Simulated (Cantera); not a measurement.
Equilibrium for silicon epitaxy and polysilicon growth: Si₂Cl₆ + HCl + N₂

Input: 1 mol Si₂Cl₆, 0.23 mol HCl, 16 mol N₂, held at 1050 K and 1 atm.

Equilibrium computed with Cantera from the NASA thermochemical tables; the gas is ideal and each condensed phase is pure. Candidate condensed phases: NH₄Cl, Si, Si₃N₄; 28 gas species. The feed counts by its element totals alone. N₂ is the only nitrogen source here; it is nearly inert below about 1500 K, so the nitride shown seldom forms there in practice. The tables' values for SiCl₃ are old estimates; treat these amounts as uncertain. The numbers say what is thermodynamically allowed, not how fast it happens.

```yaml
x(N₂): 0.901
x(SiCl₄): 0.0863
x(HCl): 0.0126
x(H₂): 0.000281
x(SiCl₃): 3.79e-5
x(SiHCl₃): 2.00e-5
n(Si₃N₄(s)): 0.166 mol
gas_amount: 17.40 mol
log10 activity of Si(s) (absent): -6.55
```
